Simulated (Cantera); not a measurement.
**Diamond growth**

A diamond (100) surface in a fixed gas of H2 with x(CH4) = 0.0031, x(H) = 0.00026, x(CH3) = 0.00092, 0.0276 atm; coverages are run to steady state.

Model: the Harris–Goodwin 1993 mechanism for the reconstructed diamond (100) surface, integrated in Cantera.

```
T (K)  growth (µm/h)  θ c6HH   θ c6H*  θ c6*H    θ c6**    θ c6HM
-----  -------------  ------  -------  ------  --------  --------
900             1.60   0.187  0.00263  0.0736  0.000553     0.593
975             2.42   0.275  0.00657   0.145   0.00157     0.428
1050            1.93   0.438   0.0163   0.291   0.00420     0.170
1125           0.972   0.511   0.0262   0.392   0.00695    0.0350
1200           0.689   0.517   0.0328   0.420   0.00870   0.00618
1275           0.544   0.523   0.0375   0.418    0.0100   0.00115
1350           0.239   0.541   0.0409   0.404    0.0107  0.000234
```
θ: site fractions in the mechanism's names (c6HH fully hydrogenated, c6H* and c6*H radical sites, c6** diradical, c6HM methylated).
